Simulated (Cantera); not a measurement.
An adiabatic, constant-pressure homogeneous reactor starts with CH4 : O2 : N2 = 1 : 1.11 : 4.18 (molar parts), equivalence ratio 1.8, at 1098 K and 0.380 bar. Integrator tolerance rtol = 1e-08.

Computed with Cantera and GRI-Mech 3.0 (53 species, 325 reactions).

Question: What does this change do: constant volume in place of constant pressure?

Answer: 
```csv
quantity,before,after
time of steepest temperature rise,0.702 s,0.665 s
temperature at 3.00 s,2288 K,2569 K
equilibrium temperature,2288 K,2569 K
x(CH4) at 3.00 s,2.07e-12 (gas-phase equilibrium 2.33e-12),4.05e-12 (gas-phase equilibrium 4.58e-12)
x(O2) at 3.00 s,1.26e-5 (gas-phase equilibrium 1.26e-5),8.80e-5 (gas-phase equilibrium 8.80e-5)
x(NO2) at 3.00 s,5.51e-10 (gas-phase equilibrium 5.51e-10),7.79e-9 (gas-phase equilibrium 7.79e-9)
x(C2H6) at 3.00 s,<1e-12 (gas-phase equilibrium <1e-12),<1e-12 (gas-phase equilibrium <1e-12)
x(CH2CO) at 3.00 s,<1e-12 (gas-phase equilibrium <1e-12),<1e-12 (gas-phase equilibrium <1e-12)
```

Question: What does this change do: 0.11 parts H2 added?

Answer: 
```
quantity                                                              before                                      after
---------------------------------  -----------------------------------------  -----------------------------------------
time of steepest temperature rise                                    0.702 s                                    0.171 s
temperature at 3.00 s                                                 2288 K                                     2274 K
equilibrium temperature                                               2288 K                                     2274 K
x(CH4) at 3.00 s                   2.07e-12 (gas-phase equilibrium 2.33e-12)  2.87e-12 (gas-phase equilibrium 3.25e-12)
x(O2) at 3.00 s                      1.26e-5 (gas-phase equilibrium 1.26e-5)    8.91e-6 (gas-phase equilibrium 8.91e-6)
x(NO2) at 3.00 s                   5.51e-10 (gas-phase equilibrium 5.51e-10)  3.83e-10 (gas-phase equilibrium 3.83e-10)
x(C2H6) at 3.00 s                      <1e-12 (gas-phase equilibrium <1e-12)      <1e-12 (gas-phase equilibrium <1e-12)
x(CH2CO) at 3.00 s                     <1e-12 (gas-phase equilibrium <1e-12)      <1e-12 (gas-phase equilibrium <1e-12)
```

Question: What does this change do: 0.051 parts H2 added?

Answer: 
```csv
quantity,before,after
time of steepest temperature rise,0.702 s,0.327 s
temperature at 3.00 s,2288 K,2282 K
equilibrium temperature,2288 K,2282 K
x(CH4) at 3.00 s,2.07e-12 (gas-phase equilibrium 2.33e-12),2.42e-12 (gas-phase equilibrium 2.73e-12)
x(O2) at 3.00 s,1.26e-5 (gas-phase equilibrium 1.26e-5),1.07e-5 (gas-phase equilibrium 1.07e-5)
x(NO2) at 3.00 s,5.51e-10 (gas-phase equilibrium 5.51e-10),4.64e-10 (gas-phase equilibrium 4.64e-10)
x(C2H6) at 3.00 s,<1e-12 (gas-phase equilibrium <1e-12),<1e-12 (gas-phase equilibrium <1e-12)
x(CH2CO) at 3.00 s,<1e-12 (gas-phase equilibrium <1e-12),<1e-12 (gas-phase equilibrium <1e-12)
```
